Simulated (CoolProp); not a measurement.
Vapour pressure (MPa) of decamethylcyclopentasiloxane (D5): the reference equation beside estimates from Tc = 345.1 °C, pc = 1.078 MPa, ω = 0.631.

Model: reference Helmholtz-energy equation of state, Thol 2019, in CoolProp.

```
T (°C)  reference  Lee-Kesler  van der Waals  Redlich-Kwong  Soave-Redlich-Kwong  Peng-Robinson
------  ---------  ----------  -------------  -------------  -------------------  -------------
149.35    0.01802     0.01815            ___        0.07663              0.01815        0.01876
157.35    0.02343     0.02346         0.2102        0.09006              0.02348            ___
165.45    0.03015     0.03006         0.2311            ___              0.03012        0.03079
173.55        ___     0.03807         0.2533         0.1223              0.03819        0.03886
181.55    0.04805     0.04757         0.2766         0.1410              0.04778        0.04842
189.65    0.05977     0.05903         0.3015         0.1619              0.05936        0.05994
197.65    0.07341     0.07237         0.3274         0.1845              0.07289        0.07335
205.75    0.08958     0.08818         0.3551         0.2096              0.08897        0.08926
213.85     0.1084      0.1066         0.3843         0.2370               0.1077         0.1078
221.85     0.1298      0.1275         0.4145         0.2664               0.1291         0.1289
229.95     0.1546      0.1519         0.4466         0.2986               0.1541         0.1535
```

### Question
Some entries are withheld; supply them.

### Answer

- 149.35, van der Waals: 0.1908
- 157.35, Peng-Robinson: 0.02414
- 165.45, Redlich-Kwong: 0.1053
- 173.55, reference: 0.03834

Absolute difference from the reference over all 11 rows, mean and median: Lee-Kesler 1.1 and 1.2 %, van der Waals 469.8 and 404.4 %, Redlich-Kwong 185.9 and 170.9 %, Soave-Redlich-Kwong 0.5 and 0.6 %, Peng-Robinson 1.3 and 0.7 %.
